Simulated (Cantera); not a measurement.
Charge: 1 mol BN, 75 mol HCl, 1.9 mol N2, 7.1 mol O2, at 13.3 mbar.

Cantera equilibrium calculation (NASA polynomials, part measured and part estimated; ideal gas, pure solids and liquids). Candidate condensed phases: B, BN, B2O3, B3O3H3, H2O, NH4Cl; 49 gas species. Gases not in the tables: H3BO3. The numbers say what is thermodynamically allowed, not how fast it happens.

### Question
Which condensed phases are stable at each of these points (T (K)): 1125, 1150, 1175, 1200, 1225, 1250, 1275, 1300, 1325, 1350, 1375, 1400, 1425, 1450?

### Answer
| T (K) | condensed phases | B condensed (%) |
|---|---|---|
| 1125 | B2O3(l) | 95.2 |
| 1150 | B2O3(l) | 93.3 |
| 1175 | B2O3(l) | 90.7 |
| 1200 | B2O3(l) | 87.1 |
| 1225 | B2O3(l) | 82.2 |
| 1250 | B2O3(l) | 75.7 |
| 1275 | B2O3(l) | 67.2 |
| 1300 | B2O3(l) | 56.0 |
| 1325 | B2O3(l) | 41.6 |
| 1350 | B2O3(l) | 23.2 |
| 1375 | gas only | 0.0 |
| 1400 | gas only | 0.0 |
| 1425 | gas only | 0.0 |
| 1450 | gas only | 0.0 |

From 1125 K to 1350 K the condensed part is B2O3(l). From 1375 K to 1450 K nothing is condensed.
